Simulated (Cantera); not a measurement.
A closed system holds: 1 mol PbO, 0.39 mol CO, 0.33 mol N2, 1.2 mol H2, held at 0.00410 bar.

Cantera equilibrium calculation (NASA polynomials, part measured and part estimated; ideal gas, pure solids and liquids). Candidate condensed phases: C, C6H6, C7H8, C8H18, H2O, Pb, PbO, PbO2, Pb3O4; 139 gas species. Kinetics and transport are ignored.

**Question.** Which condensed phases are stable at each of these points (T (K)): 1148, 1198, 1248, 1298, 1348, 1398, 1448, 1498, 1548?

**Answer.** 
```csv
T (K),condensed phases,Pb condensed (%)
1148,Pb(l),85.9
1198,Pb(l),65.5
1248,Pb(l),10.8
1298,gas only,0.0
1348,gas only,0.0
1398,gas only,0.0
1448,gas only,0.0
1498,gas only,0.0
1548,gas only,0.0
```

From 1148 K to 1248 K the condensed part is Pb(l). From 1298 K to 1548 K nothing is condensed.
